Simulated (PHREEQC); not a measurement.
0.047 g of hydrous ferric oxide (600 m²/g; 0.2 weak and 0.005 strong sites per Fe, Dzombak-Morel constants, diffuse double layer) in 1 kg of water with 0.3 mol/kgw of an inert sodium salt and 0.012 mmol/kgw MnCl2, at 25 °C; the pH is set by adding NaOH or the inert anion's acid. No oxygen is let in. No CO2 enters from the air. Nothing may precipitate in this run.

Base run: PHREEQC, ion-association model, wateq4f.dat. Each further column changes one thing. The table gives surface charge σ (C/m²).

| pH | base | background salt from 0.3 to 0.03 mol/kgw | oxide from 0.047 to 0.23 g/kgw | 4e-05 mol/kgw ZnCl2 added |
|---|---|---|---|---|
| 4 | 0.349 | 0.271 | 0.349 | 0.349 |
| 4.5 | 0.318 | [?] | 0.318 | 0.318 |
| 5.5 | 0.210 | 0.111 | 0.210 | 0.211 |
| 6 | 0.154 | 0.075 | 0.154 | [?] |
| 6.5 | 0.106 | [?] | 0.106 | 0.110 |
| 7.5 | 0.037 | [?] | 0.036 | 0.060 |
| 8 | 0.011 | 0.005 | 0.008 | 0.046 |
| 8.5 | -0.011 | -0.004 | -0.019 | [?] |
| 9.5 | -0.069 | [?] | -0.084 | -0.008 |
| 10 | -0.108 | [?] | -0.127 | -0.036 |

Q: What belongs in the gaps?

A: 
- 4.5, background salt from 0.3 to 0.03 mol/kgw: 0.213
- 6, 4e-05 mol/kgw ZnCl2 added: 0.156
- 6.5, background salt from 0.3 to 0.03 mol/kgw: 0.048
- 7.5, background salt from 0.3 to 0.03 mol/kgw: 0.015
- 8.5, 4e-05 mol/kgw ZnCl2 added: 0.030
- 9.5, background salt from 0.3 to 0.03 mol/kgw: -0.029
- 10, background salt from 0.3 to 0.03 mol/kgw: -0.049
